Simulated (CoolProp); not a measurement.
Properties of R1234ze(Z) along the isobar 987 kPa.

Computed with CoolProp (reference Helmholtz-energy equation of state, Akasaka 2019).

| T (°C) | phase | cp (kJ/(kg K)) | cv (kJ/(kg K)) | speed of sound (m/s) | Joule-Thomson coefficient (K/MPa) | isothermal compressibility (1/MPa) | fugacity coefficient |
|---|---|---|---|---|---|---|---|
| 49.05 | liquid | 1.346 | 0.9200 | 544.7 | -0.1134 | 0.004251 | 0.3513 |
| 56.95 | liquid | 1.374 | 0.9338 | 513.4 | -0.06329 | 0.004913 | 0.4303 |
| 64.75 | liquid | 1.405 | 0.9477 | 482.3 | -0.004706 | 0.005734 | 0.5189 |
| 72.65 | liquid | 1.440 | 0.9621 | 450.2 | 0.06715 | 0.006806 | … |
| 80.45 | liquid | 1.480 | 0.9768 | … | 0.1555 | 0.008215 | 0.7298 |
| 88.35 | gas | 1.192 | 0.9551 | 137.3 | 24.05 | 1.375 | 0.8178 |
| 96.15 | gas | 1.165 | 0.9567 | 141.8 | 21.67 | 1.320 | 0.8316 |
| 104.05 | gas | 1.148 | 0.9602 | 146.0 | 19.67 | 1.278 | 0.8442 |
| 111.85 | gas | 1.137 | 0.9652 | 149.7 | 18.00 | 1.245 | 0.8553 |
| 119.75 | gas | 1.130 | 0.9713 | 153.3 | … | 1.219 | 0.8656 |
| 127.55 | gas | 1.127 | 0.9781 | 156.5 | 15.29 | 1.197 | 0.8747 |
| 135.45 | gas | 1.127 | 0.9856 | 159.6 | 14.18 | 1.179 | … |
| 143.25 | gas | 1.128 | … | 162.5 | 13.21 | … | … |
| 151.15 | gas | 1.130 | 1.002 | 165.3 | 12.33 | 1.150 | 0.8980 |
| 158.95 | gas | 1.134 | 1.010 | 168.0 | 11.56 | 1.138 | 0.9044 |
| 166.85 | gas | 1.138 | 1.019 | 170.6 | 10.86 | 1.128 | 0.9104 |

Q: Fill in the missing entries.

A: 
- 72.65, fugacity coefficient: 0.6196
- 80.45, speed of sound (m/s): 417.8
- 119.75, Joule-Thomson coefficient (K/MPa): 16.54
- 135.45, fugacity coefficient: 0.8832
- 143.25, cv (kJ/(kg K)): 0.9935
- 143.25, isothermal compressibility (1/MPa): 1.163
- 143.25, fugacity coefficient: 0.8909
